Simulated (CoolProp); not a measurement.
Vapour-liquid equilibrium of isohexane (1) + benzene (2) at 0.246 bar; x and y are mole fractions of (1).

Model: multi-fluid Helmholtz-energy mixture model, Lemmon 2006 and Thol 2012; pair parameters Bell 2016, in CoolProp.

```csv
x,"bubble temperature, mixture model (K)","bubble temperature, Raoult's law (K)","y, mixture model","y, Raoult's law"
0.05,310.0,312.1,0.172,0.099
0.125,306.4,310.2,0.334,0.231
0.2,304.0,308.5,0.438,0.346
0.275,302.3,306.9,0.513,0.448
0.35,301.0,305.4,0.573,0.537
0.425,299.9,303.9,0.624,0.615
0.5,299.0,302.5,0.671,0.685
0.575,298.2,301.2,0.717,0.748
0.65,297.5,300.0,0.762,0.804
0.725,296.8,298.8,0.809,0.854
0.8,296.2,297.6,0.858,0.899
0.875,295.7,296.6,0.910,0.940
0.95,295.2,295.5,0.963,0.977
```

The largest gap from Raoult's law is -4.6 K in bubble temperature, at x = 0.275. No azeotrope shows between x = 0.05 and 0.95.

Pair parameters are fitted to limited data, so mixtures are less certain than the pure fluids.
